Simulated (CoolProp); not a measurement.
A single-stage vapour-compression cycle with hydrogen chloride: evaporating at 196.15 K (dew point), condensing at 259.15 K (bubble point), superheat 0 K, subcooling 5 K, compressor efficiency 0.75, no pressure losses. Each further row changes one setting.

Values from CoolProp's reference Helmholtz-energy equation of state, Thol 2018.

```csv
case,cooling COP,pressure ratio,discharge temperature (K),refrigerating effect (kJ/kg),volumetric capacity (kJ/m³)
as stated,1.68,11.3,449.6,334,1210
evaporating temperature 201.15 K,1.93,…,423.5,337,…
condensing temperature 254.15 K,…,9.75,428.5,343,1250
subcooling 10 K,1.72,11.3,449.6,343,1250
superheat 10 K,1.63,11.3,…,343,1180
compressor efficiency 0.65,1.45,11.3,486.3,334,1210
```

Problem. Complete the blanks.

Solution. 
- evaporating temperature 201.15 K, pressure ratio: 8.78
- evaporating temperature 201.15 K, volumetric capacity (kJ/m³): 1550
- condensing temperature 254.15 K, cooling COP: 1.88
- superheat 10 K, discharge temperature (K): 474.2
